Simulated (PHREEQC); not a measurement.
1 kg of water holding 0.22 mol/kgw NaCl, 0.0044 mol/kgw NaBr and 0.013 mol/kgw MgBr2 is evaporated at 30 °C; the solids stay in contact with the brine. The system is closed to CO2. Solids allowed: Bischofite, Brucite, Halite, MgCl2_4H2O. Others were left out.

The series has 25 steps of water left (kg), from 1 to 0.00903.

The numbers come from PHREEQC with the Pitzer model, pitzer.dat.

Question: Which solids form, in which order, and at which step of the series does each first stand?

Answer: Halite from water left = 0.03564 kg.

Species that the database lacks are ignored.
